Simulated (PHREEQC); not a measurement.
Solution (25 °C): 12 mmol/kgw Cu(BF4)2 and 0.59 mmol/kgw NaCl. Closed to the air; pH follows from the charge balance.

The numbers come from PHREEQC with the ion-association model, wateq4f.dat.

The pH is 2.84 and the ionic strength is 0.0377 mol/kgw. The total alkalinity is -72.0 meq/kg.

```tsv
species	molality	activity	log γ
BF4-	0.0206	0.0169	-0.085
Cu+2	0.0117	0.00605	-0.286
HF	0.00466	0.00470	0.004
F-	0.00263	0.00218	-0.081
H+	0.00166	0.00144	-0.063
BF3OH-	0.00161	0.00133	-0.085
```

No solid was allowed to form. Species that the database lacks are ignored. Real BF4- forms and hydrolyses slowly; the run takes it at equilibrium.
